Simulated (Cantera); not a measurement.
Feed: 1 mol SiH2Cl2, 0.28 mol C2H4, 4.9 mol H2, at 1875 °C and 0.133 bar.

These are equilibrium values from Cantera (NASA tables, ideal gas, pure condensed phases), not measurements of a reactor. Candidate condensed phases: C, C6H6, C7H8, C8H18, Si, SiC; 109 gas species. The tables' values for SiCl, SiCl3 are old estimates; treat these amounts as uncertain. Gases not in the tables: Si2H6 and higher silanes. Kinetics and transport are ignored.

Base state: H2 0.778, HCl 0.152, SiCl2 0.0546, H 0.0101, Si 0.00148, Cl 0.00144, SiCl 0.00143, SiCl3 0.000488 (mole fractions); condensed: SiC(s).

Question: What changes in the equilibrium state with this change: SiH2Cl2 replaced by (CH3)2SiCl2?

Answer: 
| species | before | after |
|---|---|---|
| H2 | 0.778 | 0.787 |
| HCl | 0.152 | 0.191 |
| H | 0.0101 | 0.0101 |
| SiCl2 | 0.0546 | 0.00858 |
| C2H2 (acetylene) | 1.53e-5 | 0.00151 |
| Si2 | 1.92e-5 | 1.98e-7 |
| CH4 | 2.41e-6 | 2.43e-5 |
| SiC(s), mol | 0.559 | 0.914 |
| C(graphite), mol | 0 | 1.62 |
The feed counts by its element totals alone.

Question: What changes in the equilibrium state with this change: H2 from 4.9 to 14 mol?

Answer: 
```json
[
 {"species": "H2", "before": "0.778", "after": "0.884"},
 {"species": "HCl", "before": "0.152", "after": "0.0848"},
 {"species": "SiCl2", "before": "0.0546", "after": "0.0166"},
 {"species": "H", "before": "0.0101", "after": "0.0107"},
 {"species": "SiCl3", "before": "0.000488", "after": "7.73e-5"},
 {"species": "SiHCl3", "before": "1.06e-5", "after": "1.80e-6"},
 {"species": "Cl", "before": "0.00144", "after": "0.000754"},
 {"species": "SiCl", "before": "0.00143", "after": "0.000831"},
 {"species": "SiH2", "before": "0.000162", "after": "0.000205"},
 {"species": "SiC(s), mol", "before": "0.559", "after": "0.558"},
 {"species": "Si(l), mol", "before": "0", "after": "0.111"}
]
```
Mutual solubility and eutectic melting of coexisting phases are not modelled.
